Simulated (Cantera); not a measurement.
Input (Python, Cantera) and output of one run.

```python
import numpy as np
import cantera as ct

gas_names = """
    CL CL2 H HCL H2 Si SiCL SiCL2 SiCL3 SiCL4 SiH SiHCL3 SiH2 SiH2CL2 SiH3 SiH3CL SiH4 Si2 Si3
""".split()
cond_names = """
    Si(cr) Si(L)
""".split()


# ... load() reads the species with a 1 bar reference pressure and builds the phases ...
atoms = {
    'SiCl4': {'Si': 1, 'CL': 4},
    'H2': {'H': 2},
}
top_T = {}  # K; cautious upper limits of use, not melting points


# ... equilibrate(T, P, feed) seeds the gas with the atoms and calls Mixture.equilibrate('TP', solver="vcs", rtol=1e-11, max_steps=5000) ...
results = []
feed = {'SiCl4': 1, 'H2': 21}  # mol
P = 2300  # Pa
for T in [1248, 1298, 1348, 1398, 1448, 1498, 1548, 1598, 1648, 1698, 1748, 1798]:
    mix = equilibrate(T, P, feed)
    results.append((T, P, feed, dict(zip(mix.species_names, mix.species_moles))))

top = {s: max(r[3][s] / sum(r[3][g] for g in gas_names) for r in results) for s in gas_names}
cols = sorted((s for s in top if top[s] > 0.0001), key=lambda s: -top[s])[:5]
seen = [c for c in cond_names if any(r[3].get(c, 0) > 1e-12 for r in results)]
print("log10 of partial pressures in bar; condensed amounts in mol")
print(f"{'T/K':>10s}" + "".join(f"{s[:9]:>10s}" for s in cols + seen))
for T, P, feed, n in results:
    ng = sum(n[g] for g in gas_names)
    print(f"{T:10.4g}" + "".join(f"{np.log10(max(n[s] / ng * P / 1e5, 1e-99)):10.3f}" for s in cols)
          + "".join(f"{n.get(c, 0):10.4g}" for c in seen))
```

Output:

```
log10 of partial pressures in bar; condensed amounts in mol
       T/K        H2       HCL     SiCL2     SiCL4     SiCL3    Si(cr)     Si(L)
      1248    -1.693    -2.721    -3.349    -3.741    -3.974    0.2037         0
      1298    -1.697    -2.681    -3.240    -4.023    -4.020    0.1964         0
      1348    -1.699    -2.660    -3.172    -4.349    -4.111     0.184         0
      1398    -1.700    -2.651    -3.132    -4.695    -4.229    0.1706         0
      1448    -1.701    -2.648    -3.106    -5.041    -4.356    0.1575         0
      1498    -1.701    -2.648    -3.089    -5.376    -4.485    0.1451         0
      1548    -1.701    -2.650    -3.077    -5.696    -4.610    0.1334         0
      1598    -1.701    -2.653    -3.068    -5.998    -4.730    0.1224         0
      1648    -1.701    -2.656    -3.060    -6.284    -4.844    0.1118         0
      1698    -1.702    -2.657    -3.057    -6.553    -4.953         0    0.1072
      1748    -1.702    -2.647    -3.068    -6.797    -5.059         0     0.131
      1798    -1.703    -2.638    -3.081    -7.029    -5.160         0    0.1523
```

These are equilibrium values from Cantera (NASA tables, ideal gas, pure condensed phases), not measurements of a reactor. The tables' values for SiCl3, SiCl are old estimates; treat these amounts as uncertain. Gases not in the tables: Si2H6 and higher silanes.
